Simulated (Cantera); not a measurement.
Input (Python, Cantera) and output of one run.

```python
import numpy as np
import cantera as ct

gas_names = """
    B BH BH2 BH3 BN BO BO2 B2 B2O B2O2 B2O3 B3O3H3 H HBO HBO2 HNO HNO2 HNO3 HO2 H2 H2O H2O2 H3B3O6 N NH
    NH2 NH3 NH2OH NO NO2 NO3 N2 N2H2 N2H4 N2O O OH O2 O3
""".split()
cond_names = """
    B(b) B(L) BN(s) B2O3(L) B3O3H3(cr) H2O(s) H2O(L)
""".split()


# ... load() reads the species with a 1 bar reference pressure and builds the phases ...
atoms = {
    'B': {'B': 1},
    'H2O': {'H': 2, 'O': 1},
    'H2': {'H': 2},
    'N2': {'N': 2},
}
top_T = {'BN(s)': 3200}  # K; cautious upper limits of use, not melting points


# ... equilibrate(T, P, feed) seeds the gas with the atoms and calls Mixture.equilibrate('TP', solver="vcs", rtol=1e-11, max_steps=5000) ...
results = []
feed = {'B': 1, 'H2O': 4.3, 'H2': 3.2, 'N2': 5.4}  # mol
T = 850  # K
P = 85  # Pa
mix = equilibrate(T, P, feed)
results.append((T, P, feed, dict(zip(mix.species_names, mix.species_moles))))
x = sorted(zip(gas.X, gas.species_names), reverse=True)
print(f"T = {T:g} K  P = {P:g} Pa  gas = {mix.phase_moles(0):.4g} mol")
print("   x: " + "  ".join(f"{s} {v:.3e}" for v, s in x if v > 0.0001))
print("   condensed (mol): " + ("  ".join(f"{mix.phase(i).name} {mix.phase_moles(i):.4g}"
      for i in range(1, mix.n_phases) if mix.phase_moles(i) > 1e-12) or "none"))
```

Output:

```
T = 850 K  P = 85 Pa  gas = 12.9 mol
   x: N2 4.186e-01  H2 3.644e-01  H2O 2.168e-01  H3B3O6 1.944e-04
   condensed (mol): B2O3(L) 0.4962
```

Equilibrium computed with Cantera from the NASA thermochemical tables; the gas is ideal and each condensed phase is pure. Gases not in the tables: H3BO3.
